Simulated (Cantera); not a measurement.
# Stirred combustor or abatement burner

A perfectly stirred reactor is fed with C₂H₆ : O₂ : N₂ : H₂O = 0.66 : 6.6 : 24.8 : 1.9 (molar parts), equivalence ratio 0.35, at 3750 Torr; it is adiabatic with a 773 K inlet, and is followed from long to short residence time, starting on the burning branch (τ in s: 0.079, 0.039, 0.019, 0.0094, 0.0046, 0.0023, 0.0011, 0.00056, 0.00027, 0.00013, 6.6e-05, 3.3e-05).

Computed with Cantera and GRI-Mech 3.0 (53 species, 325 reactions).

| τ (s) | T (K) | x C₂H₆ | x O₂ | x H₂O | x C₂H₄ | x H | x H₂ | x CH₂O |
|---|---|---|---|---|---|---|---|---|
| 0.079 | 1541 | 2.04e-6 | 0.125 | 0.113 | 7.44e-6 | 3.40e-7 | 6.88e-6 | 4.48e-7 |
| 0.039 | 1539 | 3.39e-6 | 0.125 | 0.113 | 1.21e-5 | 6.55e-7 | 1.10e-5 | 7.51e-7 |
| 0.019 | 1537 | 5.70e-6 | 0.125 | 0.113 | 1.95e-5 | 1.28e-6 | 1.80e-5 | 1.29e-6 |
| 0.0094 | 1533 | 9.54e-6 | 0.126 | 0.113 | 3.12e-5 | 2.46e-6 | 2.94e-5 | 2.23e-6 |
| 0.0046 | 1527 | 1.65e-5 | 0.126 | 0.113 | 5.04e-5 | 4.72e-6 | 4.94e-5 | 4.05e-6 |
| 0.0023 | 1516 | 2.94e-5 | 0.127 | 0.112 | 8.27e-5 | 8.64e-6 | 8.47e-5 | 7.75e-6 |
| 0.0011 | 1488 | 6.57e-5 | 0.128 | 0.112 | 0.000164 | 1.51e-5 | 0.000173 | 1.91e-5 |
| 0.00056 | 773 | 0.0194 | 0.194 | 0.0559 | <1e-12 | <1e-12 | <1e-12 | <1e-12 |
| 0.00027 | 773 | 0.0194 | 0.194 | 0.0559 | <1e-12 | <1e-12 | <1e-12 | <1e-12 |
| 0.00013 | 773 | 0.0194 | 0.194 | 0.0559 | <1e-12 | <1e-12 | <1e-12 | <1e-12 |
| 6.6e-5 | 773 | 0.0194 | 0.194 | 0.0559 | <1e-12 | <1e-12 | <1e-12 | <1e-12 |
| 3.3e-5 | 773 | 0.0194 | 0.194 | 0.0559 | <1e-12 | <1e-12 | <1e-12 | <1e-12 |
x: mole fraction; the columns are a selection and need not sum to one.
